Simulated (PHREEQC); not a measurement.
Buffer (model solution)

Dissolve 4.2 mmol/kgw H3BO3, 4.4 mmol/kgw NH3 and 0.85 mmol/kgw NaCl at 25 °C. Closed to the air; pH follows from the charge balance.

The numbers come from PHREEQC with the ion-association model, phreeqc.dat.

Precipitation was switched off in this run.

**Question.** Predict the pH.

**Answer.** pH 9.26.

**Question.** In which forms is B present?

**Answer.** H2BO3- 53 %, H3BO3 47 % of the B.
